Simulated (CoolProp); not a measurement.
Saturated liquid density (kg/m³) of R227EA: the reference equation beside estimates from Tc = 374.9 K, pc = 2.925 MPa, ω = 0.358. Rackett uses Z = 0.29056 − 0.08775 ω.

The numbers come from the reference Helmholtz-energy equation of state, Lemmon 2016 in CoolProp.

| T (K) | reference | Rackett | Soave-Redlich-Kwong | Peng-Robinson |
|---|---|---|---|---|
| 182 | 1778 | 1881 | 1616 | 1815 |
| 197.8 | 1732 | 1831 | 1581 | 1779 |
| 213.5 | 1685 | 1779 | 1544 | 1739 |
| 229.3 | 1635 | 1725 | 1502 | ? |
| 245 | 1584 | 1669 | 1455 | 1644 |
| 260.8 | 1530 | 1610 | ? | 1588 |
| 276.6 | 1473 | 1547 | 1345 | 1524 |
| 292.3 | 1412 | 1479 | ? | ? |
| 308.1 | 1344 | ? | 1202 | 1364 |
| 323.8 | 1268 | 1322 | 1113 | 1263 |
| 339.6 | ? | 1224 | 1004 | 1138 |

Task: Some entries are withheld; supply them.

Result: 
- 229.3, Peng-Robinson: 1694
- 260.8, Soave-Redlich-Kwong: 1403
- 292.3, Soave-Redlich-Kwong: 1278
- 292.3, Peng-Robinson: 1450
- 308.1, Rackett: 1405
- 339.6, reference: 1177

Absolute difference from the reference over all 11 rows, mean and median: Rackett 5.1 and 5.2 %, Soave-Redlich-Kwong 9.7 and 8.7 %, Peng-Robinson 2.8 and 3.2 %.
